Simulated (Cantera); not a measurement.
An adiabatic, constant-pressure homogeneous reactor starts with 3.20 % CO, 2.24 % H₂, 9.07 % O₂, 85.2 % N₂, 0.256 % CO₂, at 1823 K and 69000 Pa.

Detailed kinetics in Cantera: GRI-Mech 3.0 (53 species, 325 reactions).

Question: Predict: time of steepest temperature rise; temperature at 6.00 s; equilibrium temperature; x(CO) at 6.00 s; x(H₂) at 6.00 s; x(O₂) at 6.00 s; x(H₂O) at 6.00 s; x(N₂O) at 6.00 s.

Answer: 
| Quantity | Result |
|---|---|
| time of steepest temperature rise | 34.9 µs |
| temperature at 6.00 s | 2186 K |
| equilibrium temperature | 2186 K |
| x(CO) at 6.00 s | 0.000923 (gas-phase equilibrium 0.000923) |
| x(H₂) at 6.00 s | 0.000112 (gas-phase equilibrium 0.000112) |
| x(O₂) at 6.00 s | 0.0614 (gas-phase equilibrium 0.0614) |
| x(H₂O) at 6.00 s | 0.0220 (gas-phase equilibrium 0.0220) |
| x(N₂O) at 6.00 s | 3.39e-7 (gas-phase equilibrium 3.39e-7) |
